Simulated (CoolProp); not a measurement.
Properties of isobutane along the isobar 134 bar (Tc = 407.8 K, pc = 36.29 bar, ω = 0.184).

The numbers come from the reference Helmholtz-energy equation of state, Bücker 2006 in CoolProp.

| T (K) | phase | Z | cv (kJ/(kg K)) | Joule-Thomson coefficient (K/MPa) | isothermal compressibility (1/MPa) | viscosity (µPa s) | conductivity (mW/(m K)) |
|---|---|---|---|---|---|---|---|
| 151.2 | liquid | 0.8710 | 1.271 | -0.6324 | 0.0006461 | 1920 | 152 |
| 169.9 | liquid | 0.7939 | 1.309 | -0.6052 | 0.0007603 | 1150 | 145 |
| 188.7 | liquid | 0.7328 | 1.351 | -0.5770 | 0.0008955 | 766 | 139 |
| 207.5 | liquid | 0.6837 | 1.397 | -0.5470 | 0.001057 | 549 | 131 |
| 226.2 | liquid | 0.6441 | 1.448 | -0.5146 | 0.001251 | 414 | 124 |
| 245 | liquid | 0.6114 | 1.505 | -0.4789 | 0.001491 | 324 | 117 |
| 263.7 | liquid | 0.5847 | 1.567 | -0.4394 | 0.001788 | 260 | 110 |
| 282.5 | liquid | 0.5628 | 1.635 | -0.3950 | 0.002164 | 213 | 103 |

Viscosity comes from a separate model (Vogel 2000). Thermal conductivity comes from a separate model (Perkins 2002).
